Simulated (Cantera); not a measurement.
# Ti + O2 + H2 (titanium nitride, carbide and oxide coatings)

A closed system holds: 1 mol Ti, 0.058 mol O2, 3.8 mol H2, equilibrated at 48.8 Torr.

These are equilibrium values from Cantera (NASA tables, ideal gas, pure condensed phases), not measurements of a reactor. Candidate condensed phases: H2O, Ti, TiO, TiO2, Ti2O3, Ti3O5, Ti4O7; 12 gas species. Mutual solubility and eutectic melting of coexisting phases are not modelled. TiO: taken at fixed stoichiometry. Condensed phases not in the tables: N, O or C dissolved in the metal. Equilibrium is a limit: real reactors are often held back by kinetics, nucleation or transport.

```json
[
 {"T (K)": "1148", "log p H2": "-1.19", "log p H": "-7.74", "log p Ti": "<-13", "log p TiO": "<-13", "log p H2O": "-12.49", "n Ti(α)": "0.884", "n TiO(s)": "0.116", "n Ti(β)": "0"},
 {"T (K)": "1198", "log p H2": "-1.19", "log p H": "-7.31", "log p Ti": "-13.02", "log p TiO": "<-13", "log p H2O": "-11.94", "n Ti(α)": "0", "n TiO(s)": "0.116", "n Ti(β)": "0.884"},
 {"T (K)": "1248", "log p H2": "-1.19", "log p H": "-6.92", "log p Ti": "-12.21", "log p TiO": "<-13", "log p H2O": "-11.43", "n Ti(α)": "0", "n TiO(s)": "0.116", "n Ti(β)": "0.884"},
 {"T (K)": "1298", "log p H2": "-1.19", "log p H": "-6.56", "log p Ti": "-11.46", "log p TiO": "<-13", "log p H2O": "-10.97", "n Ti(α)": "0", "n TiO(s)": "0.116", "n Ti(β)": "0.884"},
 {"T (K)": "1348", "log p H2": "-1.19", "log p H": "-6.23", "log p Ti": "-10.78", "log p TiO": "<-13", "log p H2O": "-10.54", "n Ti(α)": "0", "n TiO(s)": "0.116", "n Ti(β)": "0.884"},
 {"T (K)": "1398", "log p H2": "-1.19", "log p H": "-5.92", "log p Ti": "-10.14", "log p TiO": "-12.49", "log p H2O": "-10.15", "n Ti(α)": "0", "n TiO(s)": "0.116", "n Ti(β)": "0.884"},
 {"T (K)": "1448", "log p H2": "-1.19", "log p H": "-5.63", "log p Ti": "-9.54", "log p TiO": "-11.76", "log p H2O": "-9.78", "n Ti(α)": "0", "n TiO(s)": "0.116", "n Ti(β)": "0.884"},
 {"T (K)": "1498", "log p H2": "-1.19", "log p H": "-5.36", "log p Ti": "-8.99", "log p TiO": "-11.07", "log p H2O": "-9.44", "n Ti(α)": "0", "n TiO(s)": "0.116", "n Ti(β)": "0.884"},
 {"T (K)": "1548", "log p H2": "-1.19", "log p H": "-5.11", "log p Ti": "-8.47", "log p TiO": "-10.43", "log p H2O": "-9.13", "n Ti(α)": "0", "n TiO(s)": "0.116", "n Ti(β)": "0.884"},
 {"T (K)": "1598", "log p H2": "-1.19", "log p H": "-4.87", "log p Ti": "-7.99", "log p TiO": "-9.83", "log p H2O": "-8.83", "n Ti(α)": "0", "n TiO(s)": "0.116", "n Ti(β)": "0.884"},
 {"T (K)": "1648", "log p H2": "-1.19", "log p H": "-4.64", "log p Ti": "-7.53", "log p TiO": "-9.27", "log p H2O": "-8.56", "n Ti(α)": "0", "n TiO(s)": "0.116", "n Ti(β)": "0.884"},
 {"T (K)": "1698", "log p H2": "-1.19", "log p H": "-4.43", "log p Ti": "-7.11", "log p TiO": "-8.74", "log p H2O": "-8.30", "n Ti(α)": "0", "n TiO(s)": "0.116", "n Ti(β)": "0.884"},
 {"T (K)": "1748", "log p H2": "-1.19", "log p H": "-4.23", "log p Ti": "-6.70", "log p TiO": "-8.25", "log p H2O": "-8.06", "n Ti(α)": "0", "n TiO(s)": "0.116", "n Ti(β)": "0.884"},
 {"T (K)": "1798", "log p H2": "-1.19", "log p H": "-4.05", "log p Ti": "-6.32", "log p TiO": "-7.78", "log p H2O": "-7.83", "n Ti(α)": "0", "n TiO(s)": "0.116", "n Ti(β)": "0.884"}
]
```
log p: log10 of the partial pressure in bar; n: condensed amount in mol.

At 1148 K the condensed part is Ti(α) + TiO(s). From 1198 K to 1798 K the condensed part is Ti(β) + TiO(s).
